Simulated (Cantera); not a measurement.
An adiabatic, constant-pressure homogeneous reactor starts with 15.7 % H₂, 10.2 % O₂, 74.0 % N₂, equivalence ratio 0.77, at 1173 K and 4.10 bar.

Model: the H2/O2 subset of GRI-Mech 3.0, which has no nitrogen chemistry, integrated in Cantera. The hydrogen kinetics of GRI-Mech 3.0 are dated; newer H2 mechanisms differ, most at raised pressure.

x: mole fraction; the columns are a selection and need not sum to one.

```
t (s)     T (K)      x H₂    x O₂       x O       x H    x HO₂     x OH     x H₂O
--------  -----  --------  ------  --------  --------  -------  -------  --------
8.00e-6    1173     0.157   0.102   1.81e-8   1.03e-7        …  8.90e-9   2.78e-7
2.33e-5    1174     0.157   0.102   7.69e-6   4.41e-5        …  4.86e-6  0.000151
6.79e-5    2224   0.00410  0.0254   0.00146   0.00121        …  0.00698     0.162
0.000198   2275   0.00102  0.0250  0.000363  0.000145  2.90e-6  0.00371     0.168
0.000577   2276  0.000952  0.0250  0.000339  0.000131  2.82e-6  0.00359     0.168
0.00168    2276  0.000952  0.0250  0.000339  0.000131  2.82e-6  0.00359     0.168
0.00490    2276  0.000952  0.0250  0.000339  0.000131  2.82e-6  0.00359     0.168
0.0143     2276  0.000952  0.0250  0.000339  0.000131  2.82e-6  0.00359     0.168
0.0416     2276  0.000952  0.0250  0.000339  0.000131  2.82e-6  0.00359     0.168
0.121      2276  0.000952  0.0250  0.000339  0.000131  2.82e-6  0.00359     0.168
0.353      2276  0.000952  0.0250  0.000339  0.000131  2.82e-6  0.00359     0.168
1.03       2276  0.000952  0.0250  0.000339  0.000131  2.82e-6  0.00359     0.168
3.00       2276  0.000952  0.0250  0.000339  0.000131  2.82e-6  0.00359     0.168
```

What belongs in the gaps?


- 8.00e-6, x HO₂: 2.00e-7
- 2.33e-5, x HO₂: 6.59e-5
- 6.79e-5, x HO₂: 7.04e-6
